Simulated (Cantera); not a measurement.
Source: NASA polynomial tables (part measured, part estimated), evaluated in Cantera. Values are per mole of reaction as written; species without (g) are pure solids or liquids, kept so even where they would boil at 1 bar.

Sr(OH)₂ = Sr + 2 H(g) + 2 O(g)

```json
[
 {"T (K)": "948", "ΔH° (kJ)": "?", "ΔS° (J/K)": "?", "ΔG° (kJ)": "?", "log10 K": "?", "condensed phases": "Sr(OH)₂(l), Sr(s)"},
 {"T (K)": "973", "ΔH° (kJ)": "1877.5", "ΔS° (J/K)": "484.5", "ΔG° (kJ)": "1406.1", "log10 K": "-75.48", "condensed phases": "Sr(OH)₂(l), Sr(s)"},
 {"T (K)": "998", "ΔH° (kJ)": "1876.5", "ΔS° (J/K)": "483.4", "ΔG° (kJ)": "1394.0", "log10 K": "-72.96", "condensed phases": "Sr(OH)₂(l), Sr(s)"},
 {"T (K)": "1023", "ΔH° (kJ)": "?", "ΔS° (J/K)": "?", "ΔG° (kJ)": "?", "log10 K": "?", "condensed phases": "Sr(OH)₂(l), Sr(s)"},
 {"T (K)": "1048", "ΔH° (kJ)": "?", "ΔS° (J/K)": "?", "ΔG° (kJ)": "?", "log10 K": "?", "condensed phases": "Sr(OH)₂(l), Sr(l)"},
 {"T (K)": "1073", "ΔH° (kJ)": "1881.4", "ΔS° (J/K)": "488.1", "ΔG° (kJ)": "1357.6", "log10 K": "-66.09", "condensed phases": "Sr(OH)₂(l), Sr(l)"}
]
```

Question: What belongs in the gaps?

Answer: 
- 948, ΔH° (kJ): 1878.7
- 948, ΔS° (J/K): 485.7
- 948, ΔG° (kJ): 1418.2
- 948, log10 K: -78.14
- 1023, ΔH° (kJ): 1875.4
- 1023, ΔS° (J/K): 482.4
- 1023, ΔG° (kJ): 1381.9
- 1023, log10 K: -70.56
- 1048, ΔH° (kJ): 1882.3
- 1048, ΔS° (J/K): 489.0
- 1048, ΔG° (kJ): 1369.8
- 1048, log10 K: -68.27
